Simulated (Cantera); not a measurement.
Charge: 1 mol SiHCl3, 20 mol NH3, held at 13.3 mbar.

Cantera equilibrium calculation (NASA polynomials, part measured and part estimated; ideal gas, pure solids and liquids). Candidate condensed phases: NH4Cl, Si, Si3N4; 28 gas species. The tables' values for SiCl, SiCl3 are old estimates; treat these amounts as uncertain. Gases not in the tables: Si2H6 and higher silanes. Kinetics and transport are ignored. All values below are at 1798 K.

Base state: H2 0.699, N2 0.238, HCl 0.0493, SiCl2 0.0108, H 0.00255, Si 0.000231, SiCl 0.000138, Cl 0.000138 (mole fractions); condensed: Si(l).

What changes in the equilibrium state with this change: pressure from 13.3 mbar to 0.130 bar?


```tsv
species	before	after
H2	0.699	0.705
N2	0.238	0.229
HCl	0.0493	0.0587
SiCl2	0.0108	0.00658
Si	0.000231	1.03e-5
SiH	2.56e-5	3.58e-6
Si(l), mol	0.526	0
Si3N4(s), mol	0	0.240
```
The tables' values for SiCl3, SiCl are old estimates; treat these amounts as uncertain.
